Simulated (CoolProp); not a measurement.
Values from CoolProp's reference Helmholtz-energy equation of state, Lemmon 2006. It is a short technical equation, of lower accuracy than the large ones.

Problem. Give the vapour pressure (bar), liquid density (kg/m³), vapour density (kg/m³), enthalpy of vaporisation (kJ/kg) of saturated CH3F (R41) at -79.05, -9.45, 10.55 °C.

Solution. 
```tsv
T (°C)	p (bar)	liquid density (kg/m³)	vapour density (kg/m³)	enthalpy of vaporisation (kJ/kg)
-79.05	0.975	883	2.15	489
-9.45	15.6	710	31.8	359
10.55	26.9	640	58.9	299
```
